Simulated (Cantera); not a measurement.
What does this Cantera script print?

```python
import numpy as np
import cantera as ct

gas = ct.Solution("gri30.yaml")
gas.TP = 300, 101325
flame = ct.CounterflowDiffusionFlame(gas, width=0.02)
flame.fuel_inlet.X, flame.fuel_inlet.T = {'CH4': 1}, 525
flame.oxidizer_inlet.X, flame.oxidizer_inlet.T = {'O2': 0.27, 'N2': 0.73}, 625
flame.set_refine_criteria(ratio=3, slope=0.12, curve=0.24, prune=0.03)
show = ['OH', 'H', 'NO', 'CO', 'C2H2']

rows = []
print(f"{'mdot':>8s}{'a_max':>10s}{'a_mean':>10s}{'Tmax/K':>9s}" + "".join(f"{s:>11s}" for s in show) + "   (peak mole fractions)")
for i, mdot in enumerate([0.25, 0.39, 0.61, 0.94, 1.5, 2.2, 3.5]):  # kg/m2/s on the oxidiser side
    flame.oxidizer_inlet.mdot, flame.fuel_inlet.mdot = mdot, 0.67 * mdot
    flame.solve(loglevel=0, auto=(i == 0))
    if flame.T.max() < max(525, 625) + 100:
        print(f"{mdot:8.3g}  no burning solution found from the previous one")
        break
    dT = np.abs(np.gradient(flame.T, flame.grid))
    rows.append([flame.strain_rate("max"), flame.strain_rate("mean"), flame.T.max(),
                 *(flame.X[gas.species_index(s)].max() for s in show), max(dT[0], dT[-1]) / dT.max()])
    print(f"{mdot:8.3g}{rows[-1][0]:10.1f}{rows[-1][1]:10.1f}{rows[-1][2]:9.1f}" + "".join(f"{x:11.3e}" for x in rows[-1][3:-1]))
```

Output:

```
    mdot     a_max    a_mean   Tmax/K         OH          H         NO         CO       C2H2   (peak mole fractions)
    0.25     223.2      44.5   2403.5  1.596e-02  7.061e-03  7.063e-04  9.602e-02  2.334e-02
    0.39     331.0      69.5   2372.6  1.602e-02  7.499e-03  5.937e-04  9.321e-02  2.254e-02
    0.61     493.4     108.6   2348.2  1.593e-02  7.912e-03  5.090e-04  9.045e-02  2.164e-02
    0.94     728.8     167.4   2330.6  1.584e-02  8.335e-03  4.426e-04  8.803e-02  2.064e-02
     1.5    1115.7     267.2   2312.2  1.563e-02  8.764e-03  3.756e-04  8.588e-02  1.950e-02
     2.2    1580.6     391.8   2291.6  1.520e-02  8.987e-03  3.158e-04  8.399e-02  1.826e-02
     3.5    2421.7     623.4   2263.7  1.450e-02  9.131e-03  2.423e-04  8.211e-02  1.654e-02
```

Computed with Cantera and GRI-Mech 3.0 (53 species, 325 reactions). GRI-Mech 3.0 has no aromatics or soot, which form on the fuel side of real flames. The maximum strain rate includes the flame's own expansion and is several times the mean.
